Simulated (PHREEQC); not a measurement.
PHREEQC input (ion-association model, wateq4f.dat):

```
SOLUTION_MASTER_SPECIES
  An  An-  0  An  62.0  # stands for a non-complexing anion
SOLUTION_SPECIES
  An- = An-
    -log_k 0
    -gamma 3.0 0
PHASES
  Fix_H+
    H+ = H+
    -log_k 0
SOLUTION 1
  temp 25
  units mmol/kgw
  pH 7 charge
  Na 100
  An 100
END
SELECTED_OUTPUT 1
  -reset false
  -pH true
  -pe true
  -ionic_strength true
  -water true
  -totals Na
  -molalities Hfo_wOH Hfo_wOH2+ Hfo_wO- Hfo_sOH Hfo_sOH2+ Hfo_sO-
USER_PUNCH 1
  -headings sigma psi
  10 PUNCH EDL("sigma", "Hfo"), EDL("psi", "Hfo")
PRINT
  -reset false
USE solution 1
SURFACE 1
  Hfo_wOH 0.00150562 600 0.67
  Hfo_sOH 3.76404e-05
EQUILIBRIUM_PHASES 1
  Fix_H+ -4 HAn 10
    -force_equality true
  O2(g) -0.68 10
END
# ... the last block is repeated for the other 12 points of pH, with NaOH or the acid as the point needs
```

Selected output (columns that matter, 13 of 13 rows; pH added in front):

```
pH	mu	Na	m_Hfo_wOH	m_Hfo_wOH2+	m_Hfo_wO-	m_Hfo_sOH	m_Hfo_sOH2+	m_Hfo_sO-	sigma	psi
4	0.10079	0.1	0.00020002	0.0013049	7.0236e-07	5.0004e-06	3.2622e-05	1.7559e-08	0.32088	0.14644
4.67	0.10055	0.1	0.00046587	0.0010349	4.8041e-06	1.1647e-05	2.5874e-05	1.201e-07	0.25345	0.13448
5.33	0.10038	0.1	0.00075066	0.00073746	1.7504e-05	1.8766e-05	1.8436e-05	4.3761e-07	0.17713	0.1164
6	0.10023	0.1	0.0009664	0.00049609	4.3128e-05	2.416e-05	1.2402e-05	1.0782e-06	0.11144	0.093443
6.67	0.10013	0.1	0.0010882	0.00033685	8.0539e-05	2.7206e-05	8.4212e-06	2.0135e-06	0.063061	0.066804
7.33	0.10006	0.1	0.0011403	0.00024255	0.00012281	2.8507e-05	6.0637e-06	3.0701e-06	0.029461	0.037399
8	0.10001	0.1	0.0011555	0.00018293	0.0001672	2.8887e-05	4.5733e-06	4.18e-06	0.0038713	0.0053518
8.67	0.10005	0.10009	0.0011482	0.00013714	0.00022024	2.8706e-05	3.4285e-06	5.5059e-06	-0.020445	-0.027043
9.33	0.10013	0.10024	0.0011114	9.437e-05	0.00029985	2.7785e-05	2.3592e-06	7.4962e-06	-0.050555	-0.05732
10	0.10033	0.10052	0.001016	5.4317e-05	0.00043533	2.5399e-05	1.3579e-06	1.0883e-05	-0.093743	-0.08507
10.67	0.10093	0.10125	0.00083111	2.4339e-05	0.00065016	2.0778e-05	6.0846e-07	1.6254e-05	-0.15397	-0.10924
11.33	0.10329	0.10376	0.00055926	7.6329e-06	0.00093871	1.3981e-05	1.9082e-07	2.3468e-05	-0.22908	-0.12867
12	0.1139	0.11454	0.00025685	1.2115e-06	0.0012475	6.4214e-06	3.0288e-08	3.1188e-05	-0.30664	-0.14101
```
